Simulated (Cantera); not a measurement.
A perfectly stirred reactor is fed with 7.10 % C3H8, 92.3 % H2, 0.568 % N2, at 2670 Pa; it is held at 1875 K, and followed from long to short residence time.

Computed with Cantera and GRI-Mech 3.0 (53 species, 325 reactions). GRI-Mech 3.0 was tuned for natural gas; its chemistry of propane as a main component is partial and can be far from experiment. GRI-Mech 3.0 stops at C3 and has no aromatics, soot or wall deposition, so with more carbon than oxygen in the feed, carbon stays in small species such as C2H2 where larger ones or solid carbon would form. Radical loss at walls, strong at low pressure, is not modelled.

Question: Predict: x(C3H8) at τ = 20.0 s; x(H2) at τ = 20.0 s; x(CH3) at τ = 20.0 s; x(H) at τ = 20.0 s; x(C2H) at τ = 20.0 s; x(C3H8) at τ = 55.0 ms; x(H2) at τ = 55.0 ms; x(CH3) at τ = 55.0 ms; x(H) at τ = 55.0 ms; x(C2H) at τ = 55.0 ms.

Answer: 
```json
{
  "x(C3H8) at τ = 20.0 s": "7.51e-8",
  "x(H2) at τ = 20.0 s": "0.903",
  "x(CH3) at τ = 20.0 s": "0.000137",
  "x(H) at τ = 20.0 s": "0.00381",
  "x(C2H) at τ = 20.0 s": "4.34e-6",
  "x(C3H8) at τ = 55.0 ms": "2.82e-5",
  "x(H2) at τ = 55.0 ms": "0.887",
  "x(CH3) at τ = 55.0 ms": "0.00229",
  "x(H) at τ = 55.0 ms": "0.00375",
  "x(C2H) at τ = 55.0 ms": "3.76e-6"
}
```
